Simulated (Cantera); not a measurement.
An adiabatic, constant-volume homogeneous reactor starts with CH4 : CO : O2 : N2 = 1 : 0.077 : 2.15 : 8.07 (molar parts), equivalence ratio 0.95, at 1248 K and 101000 Pa.

Detailed kinetics in Cantera: GRI-Mech 3.0 (53 species, 325 reactions).

### Question
Predict: time of steepest temperature rise; temperature at 0.300 s; equilibrium temperature; x(CO) at 0.300 s; x(O2) at 0.300 s; x(H) at 0.300 s; x(N2O) at 0.300 s; x(H2O) at 0.300 s.

### Answer
```
Quantity                                                             Value
---------------------------------  ---------------------------------------
time of steepest temperature rise                                  22.4 ms
temperature at 0.300 s                                              2818 K
equilibrium temperature                                             2818 K
x(CO) at 0.300 s                     0.0377 (gas-phase equilibrium 0.0377)
x(O2) at 0.300 s                     0.0235 (gas-phase equilibrium 0.0235)
x(H) at 0.300 s                    0.00680 (gas-phase equilibrium 0.00680)
x(N2O) at 0.300 s                  9.48e-7 (gas-phase equilibrium 9.48e-7)
x(H2O) at 0.300 s                      0.143 (gas-phase equilibrium 0.143)
```
